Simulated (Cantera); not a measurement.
A Cantera script and its output.

```python
import numpy as np
import cantera as ct

gas = ct.Solution("gri30.yaml")


def delay(T, t_max=10):
    gas.TPX = T, 36000, {'H2': 1, 'O2': 0.617, 'N2': 3.95}
    reactor = ct.IdealGasReactor(gas, clone=False)
    net = ct.ReactorNet([reactor])
    net.rtol, net.atol = 1e-8, 1e-16
    while net.time < t_max:
        t_old, T_old = net.time, reactor.T
        net.step()
        if reactor.T > T + 400:  # ignition: a rise of 400 K
            return t_old + (T + 400 - T_old) / (reactor.T - T_old) * (net.time - t_old)
    return np.nan


taus = []
for T in [1300, 1375, 1450, 1525, 1600, 1675, 1750, 1825]:
    taus.append(delay(T))
    print(f"T0 = {T:6g} K   tau = {taus[-1]:.4e} s")
```

Result:

```
T0 =   1300 K   tau = 1.4995e-04 s
T0 =   1375 K   tau = 1.3373e-04 s
T0 =   1450 K   tau = 1.2821e-04 s
T0 =   1525 K   tau = 1.3003e-04 s
T0 =   1600 K   tau = 1.3736e-04 s
T0 =   1675 K   tau = 1.4916e-04 s
T0 =   1750 K   tau = 1.6487e-04 s
T0 =   1825 K   tau = 1.8419e-04 s
```

Model: GRI-Mech 3.0 (53 species, 325 reactions), integrated in Cantera. Where the delays flatten at high temperature, the 400 K rule measures the pace of heat release, not the induction time.
